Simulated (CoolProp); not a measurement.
Properties of carbon dioxide along the isobar 32.4 MPa.

The numbers come from the reference Helmholtz-energy equation of state, Span 1996 in CoolProp.

| T (K) | phase | Z | isothermal compressibility (1/MPa) |
|---|---|---|---|
| 290 | liquid | 0.5885 | 0.003567 |
| 314.5 | supercritical | 0.5944 | 0.005544 |
| 338.9 | supercritical | 0.6140 | 0.008732 |
| 363.4 | supercritical | 0.6489 | 0.01339 |
| 387.9 | supercritical | 0.6967 | 0.01857 |
| 412.3 | supercritical | 0.7500 | 0.02280 |
| 436.8 | supercritical | 0.8020 | 0.02551 |
| 461.3 | supercritical | 0.8480 | 0.02695 |
| 485.7 | supercritical | 0.8869 | 0.02766 |
| 510.2 | supercritical | 0.9192 | 0.02800 |
| 534.7 | supercritical | 0.9460 | 0.02816 |
